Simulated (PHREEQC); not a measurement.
0.095 g of hydrous ferric oxide (600 m²/g; 0.2 weak and 0.005 strong sites per Fe, Dzombak-Morel constants, diffuse double layer) in 1 kg of water with 0.005 mol/kgw of an inert sodium salt and 0.00065 mmol/kgw BaCl2, at 25 °C; the pH is set by adding NaOH or the inert anion's acid. Oxygen alone is held at its pressure in air (log pO2 = -0.68). CO2 from the air is kept out. No solid was allowed to form.

The series has 17 steps of pH, from 3 to 11.

The numbers come from PHREEQC with the ion-association model, wateq4f.dat.

**Question.** Near which pH is half of the Ba sorbed, and on which side is more sorbed?

**Answer.** Near pH 8.2, with more sorbed at higher pH.

The oxide is taken as insoluble; below pH 4 it would dissolve.
